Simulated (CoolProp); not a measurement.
A simple Rankine cycle with R152A: condensing at 318.15 K, boiler at 3.2 MPa, turbine inlet 499 K, turbine efficiency 0.8, pump efficiency 0.7, no recuperator. Each further row changes one setting.

Model: reference Helmholtz-energy equation of state, Outcalt 1996, in CoolProp. It is a modified Benedict-Webb-Rubin equation, recast in Helmholtz form.

| case | thermal efficiency (%) | net work (kJ/kg) | heat in (kJ/kg) | turbine exit temperature (K) | volume ratio over the turbine |
|---|---|---|---|---|---|
| as stated | [?] | 45.7 | 482 | 452.6 | 2.97 |
| condensing temperature 310.15 K | 10.9 | 54.4 | [?] | 444.8 | [?] |
| boiler pressure 2.24 MPa | 6.7 | 33.1 | 492 | 468.3 | 2.09 |
| turbine efficiency 0.7 | 8.2 | 39.5 | 482 | 456.9 | [?] |

### Question
What belongs in the gaps?

### Answer

- as stated, thermal efficiency (%): 9.5
- condensing temperature 310.15 K, heat in (kJ/kg): 497
- condensing temperature 310.15 K, volume ratio over the turbine: 3.64
- turbine efficiency 0.7, volume ratio over the turbine: 3.00
